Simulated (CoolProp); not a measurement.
Vapour-liquid equilibrium of cyclohexane (1) + p-xylene (2) at 467.4 K; x and y are mole fractions of (1).

The numbers come from the multi-fluid Helmholtz-energy mixture model, Zhou 2014 and Zhou 2012; pair parameters Bell 2016 in CoolProp.

```
x     bubble pressure (MPa)  y at the bubble point  dew pressure at overall composition x (MPa)  liquid density (mol/L)
----  ---------------------  ---------------------  -------------------------------------------  ----------------------
0.05                 0.4192                  0.150                                       0.3843                   6.553
0.2                  0.5626                  0.438                                       0.4391                   6.616
0.35                 0.6957                  0.609                                       0.5103                   6.677
0.5                  0.8211                  0.728                                       0.6054                   6.739
0.65                 0.9422                  0.821                                       0.7355                   6.801
0.8                   1.062                  0.901                                       0.9134                   6.866
0.95                  1.185                  0.975                                        1.142                   6.934
```

No azeotrope shows between x = 0.05 and 0.95.

The pair parameters rest on a limited set of measurements; away from them the model extrapolates.
